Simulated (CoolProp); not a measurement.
Ethylene along the isobar 20100 kPa: fugacity coefficient from the reference equation and from simpler models built on Tc = 9.2 °C, pc = 5042 kPa, ω = 0.087; each cubic takes its own stable root.

The numbers come from the reference Helmholtz-energy equation of state, Smukala 2000 in CoolProp.

```csv
T (°C),phase,reference,van der Waals,Redlich-Kwong,Peng-Robinson
-135.95,liquid,0.001006,0.01849,0.0008602,0.001013
-96.85,liquid,0.01398,0.06603,0.01487,0.01337
-57.75,liquid,0.06419,0.1460,0.07054,0.06118
-18.65,liquid,0.1664,0.2486,0.1792,0.1598
20.45,supercritical,0.3093,0.3614,0.3221,0.2986
59.55,supercritical,0.4643,0.4730,0.4696,0.4488
98.65,supercritical,0.6033,0.5750,0.5987,0.5830
137.75,supercritical,0.7131,0.6625,0.7009,0.6907
176.85,supercritical,0.7959,0.7342,0.7787,0.7737
```
